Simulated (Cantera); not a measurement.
Stirred combustor or abatement burner

A perfectly stirred reactor is fed with 8.02 % CH₄, 3.13 % H₂, 18.5 % O₂, 69.7 % N₂, 0.650 % CO₂, equivalence ratio 0.95, at 3830 Torr; it is adiabatic with a 650 K inlet, and is followed from long to short residence time, starting on the burning branch (τ in s: 0.22, 0.082, 0.031, 0.011, 0.0042, 0.0016, 0.00057, 0.00021, 7.9e-05, 2.9e-05, 1.1e-05).

Cantera simulation using GRI-Mech 3.0 (53 species, 325 reactions); the numbers are that mechanism's predictions, not measurements.

```tsv
τ (s)	T (K)	x CH₄	x H₂	x O₂	x CH₂O	x HO₂
0.22	2414	2.17e-7	0.00306	0.0113	3.99e-8	2.62e-6
0.082	2414	5.75e-7	0.00307	0.0115	1.06e-7	2.67e-6
0.031	2414	1.48e-6	0.00311	0.0119	2.75e-7	2.77e-6
0.011	2412	3.96e-6	0.00324	0.0125	7.44e-7	2.97e-6
0.0042	2404	9.53e-6	0.00355	0.0134	1.80e-6	3.31e-6
0.0016	2385	2.17e-5	0.00422	0.0147	4.07e-6	4.01e-6
0.00057	2347	4.88e-5	0.00554	0.0169	8.89e-6	5.64e-6
0.00021	2290	0.000103	0.00747	0.0198	1.78e-5	9.01e-6
7.9e-5	2214	0.000223	0.00991	0.0238	3.49e-5	1.55e-5
2.9e-5	2115	0.000552	0.0128	0.0296	7.53e-5	2.86e-5
1.1e-5	1971	0.00207	0.0170	0.0425	0.000221	6.67e-5
```
x: mole fraction; the columns are a selection and need not sum to one.
